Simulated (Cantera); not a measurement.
A closed system holds: 1 mol TiCl4, 4.6 mol O2, 290 mol H2, at 1675 K and 750 Torr.

Cantera equilibrium calculation (NASA polynomials, part measured and part estimated; ideal gas, pure solids and liquids). Candidate condensed phases: H2O, Ti, TiCl2, TiCl3, TiCl4, TiO, TiO2, Ti2O3, Ti3O5, Ti4O7; 23 gas species. Condensed phases not in the tables: Magnéli phases beyond Ti4O7. Kinetics and transport are ignored.

Base state: H2 0.961, H2O 0.0255, HCl 0.0137, H 0.000114 (mole fractions); condensed: Ti4O7(s).

Task: What changes in the equilibrium state with this change: pressure from 750 Torr to 3.83 Torr?

Result: 
| species | before | after |
|---|---|---|
| H2 | 0.961 | 0.959 |
| H2O | 0.0255 | 0.0255 |
| HCl | 0.0137 | 0.0137 |
| H | 0.000114 | 0.00159 |
| Cl | 1.27e-6 | 1.77e-5 |
| Ti4O7(s), mol | 0.250 | 0.250 |
